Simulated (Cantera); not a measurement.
Feed: 1 mol Ta₂O₅, 0.56 mol CO, 1 mol CH₄, equilibrated at 42.0 Pa.

Cantera equilibrium calculation (NASA polynomials, part measured and part estimated; ideal gas, pure solids and liquids). Candidate condensed phases: C, C₆H₆, C₇H₈, C₈H₁₈, H₂O, Ta, TaC, Ta₂O₅; 113 gas species. Mutual solubility and eutectic melting of coexisting phases are not modelled. TaC: taken at fixed stoichiometry. Condensed phases not in the tables: Ta₂C. Rates play no part. All values below are at 1650 K.

Base state: H₂ 0.608, CO 0.388, H 0.00346, H₂O 0.000332, CO₂ 6.60e-5 (mole fractions); condensed: TaC(s) + Ta₂O₅(s).

Problem. What changes in the equilibrium state with this change: Ta₂O₅ replaced by MgO?

Solution. 
| species | before | after |
|---|---|---|
| H₂ | 0.608 | 0.436 |
| CO | 0.388 | 0.342 |
| Mg | 0 | 0.219 |
| MgH | 0 | 3.55e-5 |
| H₂O | 0.000332 | 3.76e-7 |
| TaC(s), mol | 0.286 | 0 |
| Ta₂O₅(s), mol | 0.857 | 0 |
The tables' values for MgH are old estimates; treat these amounts as uncertain. Further candidate phases: Mg, MgCO₃, MgO, Mg(OH)₂.
